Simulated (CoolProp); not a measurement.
Toluene along the isobar 0.101 MPa: density (kg/m³) from the reference equation and from simpler models built on Tc = 318.6 °C, pc = 4.126 MPa, ω = 0.266; each cubic takes its own stable root.

Model: reference Helmholtz-energy equation of state, Lemmon 2006, in CoolProp. It is a short technical equation, of lower accuracy than the large ones.

```csv
T (°C),phase,reference
89.45,liquid,800.5
97.65,liquid,792.3
105.85,liquid,784.0
114.15,gas,3.007
122.35,gas,2.936
130.55,gas,2.869
138.75,gas,2.805
146.95,gas,2.744
155.15,gas,2.686
163.35,gas,2.631
171.55,gas,2.578
179.75,gas,2.528
187.95,gas,2.479
196.25,gas,2.432
204.45,gas,2.388
```

How far does each simpler model (van der Waals, Redlich-Kwong, Soave-Redlich-Kwong, Peng-Robinson) lie from the reference over these 15 states: mean and median of the absolute difference, and the worst?


- van der Waals: mean 20.9 %, median 1.3 %, worst -99.6 % at 105.85 °C and 0.101 MPa
- Redlich-Kwong: mean 20.4 %, median 0.7 %, worst -99.6 % at 105.85 °C and 0.101 MPa
- Soave-Redlich-Kwong: mean 2.4 %, median 0.5 %, worst -10.4 % at 105.85 °C and 0.101 MPa
- Peng-Robinson: mean 0.5 %, median 0.3 %, worst +1.2 % at 105.85 °C and 0.101 MPa

At some of these states van der Waals, Redlich-Kwong gives the other phase, because its saturation line lies elsewhere.
